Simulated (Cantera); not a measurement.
**Equilibrium for halide evaporation, hydrolysis and transport: CuF₂ + H₂**

Input: 1 mol CuF₂, 11 mol H₂, equilibrated at 0.00150 bar.

Method: chemical equilibrium by Gibbs-energy minimisation in Cantera with the NASA 1993 tables (ideal gas, pure condensed phases). Candidate condensed phases: Cu, CuF₂; 15 gas species. The numbers say what is thermodynamically allowed, not how fast it happens.

```csv
T (K),log p H₂,log p HF,log p Cu,log p H,log p CuF,log p Cu₂,log p F,n Cu(s),n Cu(l)
648,-2.90,-3.60,<-14,<-14,<-14,<-14,<-14,1.00,0
848,-2.90,-3.60,-13.93,-12.17,-13.84,<-14,<-14,1.00,0
1048,-2.90,-3.60,-10.01,-9.56,-10.82,<-14,<-14,1.000,0
1248,-2.90,-3.60,-7.36,-7.78,-8.78,-11.67,-13.99,1.000,0
1448,-2.90,-3.60,-5.48,-6.49,-7.35,-9.04,-11.92,0,0.973
1648,-2.93,-3.63,-4.10,-5.51,-6.31,-7.13,-10.35,0,0.327
1848,-2.94,-3.64,-3.94,-4.75,-6.42,-7.48,-9.12,0,0
2048,-2.96,-3.65,-3.95,-4.13,-6.64,-8.04,-8.12,0,0
```
log p: log10 of the partial pressure in bar; n: condensed amount in mol.

From 648 K to 1248 K the condensed part is Cu(s). From 1448 K to 1648 K the condensed part is Cu(l). From 1848 K to 2048 K nothing is condensed.
